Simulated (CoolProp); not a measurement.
Vapour-liquid equilibrium of ethanol (1) + ethylbenzene (2) at 0.147 MPa; x and y are mole fractions of (1).

Model: multi-fluid Helmholtz-energy mixture model, Schroeder 2014 and Zhou 2012; pair parameters Bell 2016, in CoolProp.

| x | bubble temperature (°C) | y at the bubble point | dew temperature at overall composition x (°C) | liquid density (mol/L) |
|---|---|---|---|---|
| 0.05 | 123.5 | 0.524 | 148.5 | 7.448 |
| 0.2 | 99.5 | [?] | 141.8 | [?] |
| 0.35 | 94.0 | 0.840 | 134.1 | 9.102 |
| 0.5 | 92.2 | 0.858 | 125.1 | 10.07 |
| 0.65 | 91.0 | 0.873 | 113.8 | [?] |
| 0.8 | [?] | 0.901 | 98.8 | 12.87 |
| 0.95 | 88.5 | 0.964 | 88.6 | 14.94 |

### Question
Complete the blanks.

### Answer

- 0.2, y at the bubble point: 0.794
- 0.2, liquid density (mol/L): 8.286
- 0.65, liquid density (mol/L): 11.29
- 0.8, bubble temperature (°C): 89.8

No azeotrope shows between x = 0.05 and 0.95.

Pair parameters are fitted to limited data, so mixtures are less certain than the pure fluids. With so large a gap from Raoult's law the liquid may split in two, which this calculation doesn't test in full.
